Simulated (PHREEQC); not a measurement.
Dissolve 0.018 mol CuCl2, 0.0023 mol H2SO4 and 0.005 mol NaCl per kg of water at 85 °C. It is in equilibrium with CO2 at log p = -3.4 (atm). Otherwise closed; pH follows from the charge balance.

Computed with PHREEQC (ion-association model, phreeqc.dat).

Each row changes one thing in this solution. This is a speciation only: nothing precipitates in the calculation.

```
case                                    pH  ionic strength (mol/kgw)  Cl- (mol/kgw)  Cu+2 (mol/kgw)  CuCl+ (mol/kgw)  SO4-2 (mol/kgw)  SI of Halite (NaCl)
------------------------------------  ----  ------------------------  -------------  --------------  ---------------  ---------------  -------------------
as made                               2.49                    0.0505         0.0352          0.0117          0.00560         0.000956                -5.56
0.00066 mol/kgw NaHSO4 added          2.45                         ?         0.0352               ?          0.00555          0.00120                -5.51
0.032 mol/kgw HBr added                  ?                    0.0828         0.0356          0.0125          0.00524         0.000306                -5.59
H2SO4 from 0.0023 to 0.00046 mol/kgw  3.13                         ?         0.0350          0.0119          0.00578         0.000250                -5.56
diluted 100-fold with water           4.35                  0.000651       0.000408        0.000177          1.97e-6          2.17e-5                -9.33
```

**Question.** What belongs in the gaps?

**Answer.** 
- 0.00066 mol/kgw NaHSO4 added, ionic strength (mol/kgw): 0.0515
- 0.00066 mol/kgw NaHSO4 added, Cu+2 (mol/kgw): 0.0116
- 0.032 mol/kgw HBr added, pH: 1.55
- H2SO4 from 0.0023 to 0.00046 mol/kgw, ionic strength (mol/kgw): 0.0477

At this temperature some constants are extrapolated from 25 °C, and those without enthalpy data are left unchanged.
